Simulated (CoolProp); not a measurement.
20 sccm (0 °C, 1 atm) of nitrogen bubbles through liquid methanol at 312.3 K and leaves saturated at a total pressure of 0.15 MPa (ideal gas phase). Each further row changes one setting.

Computed with CoolProp (reference Helmholtz-energy equation of state, de Reuck 1993).

```csv
case,vapour pressure (kPa),mole fraction of vapour,delivery (mg/min),delivery (sccm),change of delivery for a bath 1 K warmer (%)
as stated,34.1,0.228,8.42,5.89,6.3
bath temperature 317.3 K,43.0,0.286,11.5,8.03,6.6
total pressure 0.3 MPa,34.1,0.114,3.67,2.57,5.4
```
